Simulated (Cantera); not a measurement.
Charge: 1 mol CuO, 2.9 mol HF, 0.22 mol H2, equilibrated at 723 K and 23.0 Pa.

Equilibrium computed with Cantera from the NASA thermochemical tables; the gas is ideal and each condensed phase is pure. Candidate condensed phases: Cu, CuF2, CuO, Cu(OH)2, Cu2O, H2O; 27 gas species. Kinetics and transport are ignored.

### Question
What is the equilibrium state?

### Answer
```
Item                                      Result
-------------------------------------  ---------
x(HF)                                      0.929
x(H2O)                                    0.0705
x(O2)                                    2.20e-6
n(CuO(s))                              0.560 mol
n(Cu2O(s))                             0.220 mol
gas amount                             3.120 mol
log10 activity of Cu(s) (absent)           -1.86
log10 activity of CuF2(s) (absent)         -3.24
log10 activity of Cu(OH)2(s) (absent)      -7.13
```
